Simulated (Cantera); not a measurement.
Cantera run, input and output.

```python
import numpy as np
import cantera as ct

gas = ct.Solution("gri30.yaml")
gas.TPX = 700, 500000, {'C3H8': 1, 'O2': 5, 'N2': 15.5, 'CO2': 0.57}
flame = ct.FreeFlame(gas, width=0.013)
flame.set_refine_criteria(ratio=3, slope=0.08, curve=0.16)
flame.transport_model = "mixture-averaged"
flame.solve(loglevel=0, auto=True)
z, T = flame.grid, flame.T
thick = (T[-1] - T[0]) / np.gradient(T, z).max()
show = ['C3H8', 'O2', 'CO2', 'CH3', 'H', 'NO']
print(f"laminar burning velocity  {flame.velocity[0] * 100:.3f} cm/s")
print(f"burnt temperature         {T[-1]:.1f} K")
print(f"thermal thickness         {thick * 1e3:.4f} mm")
print(f"grid points               {len(z)}")
z0 = z[flame.heat_release_rate.argmax()]
print(f"{'z/mm':>9s}{'T/K':>9s}{'u/(m/s)':>9s}" + "".join(f"{s:>11s}" for s in show))
rows = []
for k in (-3, -2, -1.5, -1, -0.5, -0.25, 0, 0.25, 0.5, 1, 2, 4, 8):
    zz = z0 + k * thick
    rows.append([k * thick, np.interp(zz, z, T), np.interp(zz, z, flame.velocity),
                 *(np.interp(zz, z, flame.X[gas.species_index(s)]) for s in show)])
    print(f"{rows[-1][0] * 1e3:9.3f}{rows[-1][1]:9.1f}{rows[-1][2]:9.3f}" + "".join(f"{x:11.3e}" for x in rows[-1][3:]))
```

Output:

```
laminar burning velocity  169.970 cm/s
burnt temperature         2594.7 K
thermal thickness         0.0574 mm
grid points               160
     z/mm      T/K  u/(m/s)       C3H8         O2        CO2        CH3          H         NO
   -0.172    700.1    1.702  4.527e-02  2.263e-01  2.580e-02  2.014e-08  3.832e-13  5.490e-10
   -0.115    701.3    1.708  4.519e-02  2.257e-01  2.576e-02  1.867e-07  2.495e-11  5.894e-09
   -0.086    706.1    1.724  4.507e-02  2.246e-01  2.571e-02  8.362e-07  5.765e-10  2.786e-08
   -0.057    744.1    1.829  4.441e-02  2.192e-01  2.572e-02  8.688e-06  8.451e-08  2.118e-07
   -0.029   1043.2    2.636  3.459e-02  1.841e-01  2.795e-02  4.379e-04  3.058e-05  2.202e-06
   -0.014   1449.7    3.787  1.386e-02  1.372e-01  3.407e-02  2.176e-03  4.389e-04  6.001e-06
    0.000   1880.2    5.038  5.684e-04  8.407e-02  4.661e-02  2.013e-03  2.849e-03  1.344e-05
    0.014   2097.6    5.639  8.345e-07  5.184e-02  6.227e-02  3.227e-04  5.664e-03  2.489e-05
    0.029   2179.0    5.835  1.732e-10  3.827e-02  7.588e-02  2.531e-05  6.765e-03  3.547e-05
    0.057   2269.0    6.026  5.310e-17  2.944e-02  9.180e-02  1.156e-07  6.489e-03  5.025e-05
    0.115   2373.9    6.256  6.751e-25  2.405e-02  1.031e-01  2.554e-11  4.775e-03  7.415e-05
    0.230   2474.6    6.478  7.168e-35  1.971e-02  1.110e-01  2.169e-14  2.966e-03  1.188e-04
    0.459   2550.4    6.642 -9.766e-39  1.616e-02  1.178e-01  8.262e-15  1.870e-03  2.011e-04
```

Detailed kinetics in Cantera: GRI-Mech 3.0 (53 species, 325 reactions). GRI-Mech 3.0 was tuned for natural gas; its chemistry of propane as a main component is partial and can be far from experiment. Burning velocities carry a grid error of a few per cent, more on coarse grids.
